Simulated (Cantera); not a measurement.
Source: NASA polynomial tables (part measured, part estimated), evaluated in Cantera. Values are per mole of reaction as written; species without (g) are pure solids or liquids, kept so even where they would boil at 1 bar.

O₂(g) + 2 NF₃(g) + 2 BN ⇌ 2 N₂O(g) + 2 BF₃(g), with ΔH° = -1342.8 kJ and ΔS° = 192.4 J/K at 300 K.

Task: How far is the shortcut ΔG° ≈ ΔH°(300 K) − T·ΔS°(300 K) from the full temperature-dependent value at 2423, 2523, 2623, 2723, 2823, 2923 K?

Result: 
| T (K) | shortcut (kJ) | full (kJ) | difference (kJ) | difference in log10 K |
|---|---|---|---|---|
| 2423 | -1809.1 | -1765.8 | -43.3 | 0.93 |
| 2523 | -1828.3 | -1781.3 | -47.0 | 0.97 |
| 2623 | -1847.5 | -1796.8 | -50.7 | 1.01 |
| 2723 | -1866.8 | -1812.2 | -54.6 | 1.05 |
| 2823 | -1886.0 | -1827.5 | -58.6 | 1.08 |
| 2923 | -1905.3 | -1842.7 | -62.6 | 1.12 |
The shortcut ignores the heat-capacity change of the reaction.
